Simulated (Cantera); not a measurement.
Cantera run:

```python
import numpy as np
import cantera as ct

gas_names = [...]  # 105 gases of nasa_gas.yaml made of C, H, N, Si
cond_names = """
    C(gr) C6H6(L) C7H8(L) C8H18(L),n-octa Si(cr) Si(L) SiC(b) Si3N4(a)
""".split()


# ... load() reads the species with a 1 bar reference pressure and builds the phases ...
atoms = {
    'Si3N4': {'Si': 3, 'N': 4},
    'C': {'C': 1},
    'H2': {'H': 2},
}
top_T = {'C(gr)': 4500, 'SiC(b)': 3050, 'Si3N4(a)': 2400}  # K; cautious upper limits of use, not melting points


# ... equilibrate(T, P, feed) seeds the gas with the atoms and calls Mixture.equilibrate('TP', solver="vcs", rtol=1e-11, max_steps=5000) ...
results = []
feed = {'Si3N4': 1, 'C': 0.21, 'H2': 0.076}  # mol
P = 100  # Pa
for T in [1400, 1475, 1550, 1625, 1700, 1775, 1850, 1925]:
    mix = equilibrate(T, P, feed)
    results.append((T, P, feed, dict(zip(mix.species_names, mix.species_moles))))

top = {s: max(r[3][s] / sum(r[3][g] for g in gas_names) for r in results) for s in gas_names}
cols = sorted((s for s in top if top[s] > 0.001), key=lambda s: -top[s])[:8]
seen = [c for c in cond_names if any(r[3].get(c, 0) > 1e-12 for r in results)]
print("log10 of partial pressures in bar; condensed amounts in mol")
print(f"{'T/K':>10s}" + "".join(f"{s[:9]:>10s}" for s in cols + seen))
for T, P, feed, n in results:
    ng = sum(n[g] for g in gas_names)
    print(f"{T:10.4g}" + "".join(f"{np.log10(max(n[s] / ng * P / 1e5, 1e-99)):10.3f}" for s in cols)
          + "".join(f"{n.get(c, 0):10.4g}" for c in seen))
```

Output:

```
log10 of partial pressures in bar; condensed amounts in mol
       T/K        N2        H2        Si         H     Si(L)    SiC(b)  Si3N4(a)
      1400    -3.188    -3.454   -10.453    -7.040         0      0.21      0.93
      1475    -3.188    -3.454    -9.142    -6.614         0      0.21      0.93
      1550    -3.188    -3.454    -7.960    -6.229         0      0.21      0.93
      1625    -3.189    -3.455    -6.889    -5.879         0      0.21      0.93
      1700    -3.017    -4.442    -6.168    -6.053     2.788      0.21         0
      1775    -3.018    -4.448    -5.659    -5.763     2.785    0.2099         0
      1850    -3.020    -4.460    -5.191    -5.499     2.775    0.2097         0
      1925    -3.025    -4.481    -4.759    -5.260      2.75    0.2091         0
```

Equilibrium computed with Cantera from the NASA thermochemical tables; the gas is ideal and each condensed phase is pure. Mutual solubility and eutectic melting of coexisting phases are not modelled. The tables' values for SiN are old estimates; treat these amounts as uncertain.
